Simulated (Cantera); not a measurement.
A freely propagating, adiabatic, planar premixed flame of H2 : O2 : N2 = 1 : 0.909 : 3.42 (molar parts), equivalence ratio 0.55, unburnt at 675 K and 3.00 bar; mixture-averaged transport, grid criteria slope 0.08 and curve 0.16, no radiation.

Detailed kinetics in Cantera: the H2/O2 subset of GRI-Mech 3.0, which has no nitrogen chemistry. The hydrogen kinetics of GRI-Mech 3.0 are dated; newer H2 mechanisms differ, most at raised pressure. Burning velocities carry a grid error of a few per cent, more on coarse grids. Lean hydrogen flames are cellular in practice and burn faster than this planar one.

x: mole fraction of selected species; z is measured from the peak of heat release.

```json
[
 {"z (mm)": "-0.337", "T (K)": "675", "u (m/s)": "4.00", "x H2": "0.188", "x O2": "0.171", "x H2O": "3.01e-8", "x H2O2": "<1e-8", "x O": "<1e-8", "x HO2": "<1e-8"},
 {"z (mm)": "-0.225", "T (K)": "675", "u (m/s)": "4.00", "x H2": "0.187", "x O2": "0.171", "x H2O": "?", "x H2O2": "<1e-8", "x O": "<1e-8", "x HO2": "?"},
 {"z (mm)": "-0.168", "T (K)": "675", "u (m/s)": "4.00", "x H2": "0.186", "x O2": "0.171", "x H2O": "8.48e-6", "x H2O2": "2.81e-8", "x O": "<1e-8", "x HO2": "7.79e-7"},
 {"z (mm)": "-0.112", "T (K)": "677", "u (m/s)": "3.99", "x H2": "0.181", "x O2": "0.172", "x H2O": "0.000125", "x H2O2": "5.94e-7", "x O": "1.15e-7", "x HO2": "1.58e-5"},
 {"z (mm)": "-0.0561", "T (K)": "755", "u (m/s)": "4.33", "x H2": "0.153", "x O2": "0.174", "x H2O": "0.00743", "x H2O2": "3.23e-5", "x O": "3.04e-5", "x HO2": "0.000503"},
 {"z (mm)": "-0.0281", "T (K)": "996", "u (m/s)": "5.56", "x H2": "0.113", "x O2": "0.164", "x H2O": "0.0393", "x H2O2": "4.78e-5", "x O": "0.000561", "x HO2": "0.000423"},
 {"z (mm)": "0", "T (K)": "1325", "u (m/s)": "7.29", "x H2": "0.0614", "x O2": "0.135", "x H2O": "0.0997", "x H2O2": "1.72e-5", "x O": "0.00344", "x HO2": "0.000250"},
 {"z (mm)": "0.0281", "T (K)": "1568", "u (m/s)": "8.58", "x H2": "0.0262", "x O2": "0.105", "x H2O": "0.150", "x H2O2": "5.52e-6", "x O": "0.00696", "x HO2": "0.000152"},
 {"z (mm)": "0.0561", "T (K)": "1707", "u (m/s)": "9.31", "x H2": "0.0129", "x O2": "0.0918", "x H2O": "0.172", "x H2O2": "3.14e-6", "x O": "0.00787", "x HO2": "0.000103"},
 {"z (mm)": "0.112", "T (K)": "1844", "u (m/s)": "10.0", "x H2": "0.00651", "x O2": "0.0859", "x H2O": "0.185", "x H2O2": "1.72e-6", "x O": "0.00604", "x HO2": "6.01e-5"},
 {"z (mm)": "0.225", "T (K)": "1943", "u (m/s)": "10.5", "x H2": "0.00333", "x O2": "0.0849", "x H2O": "0.194", "x H2O2": "9.74e-7", "x O": "0.00315", "x HO2": "2.96e-5"},
 {"z (mm)": "0.449", "T (K)": "1998", "u (m/s)": "10.8", "x H2": "0.00135", "x O2": "0.0853", "x H2O": "0.199", "x H2O2": "5.57e-7", "x O": "0.00127", "x HO2": "1.25e-5"},
 {"z (mm)": "0.898", "T (K)": "2023", "u (m/s)": "10.9", "x H2": "?", "x O2": "0.0858", "x H2O": "0.201", "x H2O2": "?", "x O": "?", "x HO2": "?"}
]
```

What belongs in the gaps?


- -0.225, x H2O: 1.17e-6
- -0.225, x HO2: 8.51e-8
- 0.898, x H2: 0.000480
- 0.898, x H2O2: 3.24e-7
- 0.898, x O: 0.000455
- 0.898, x HO2: 5.45e-6
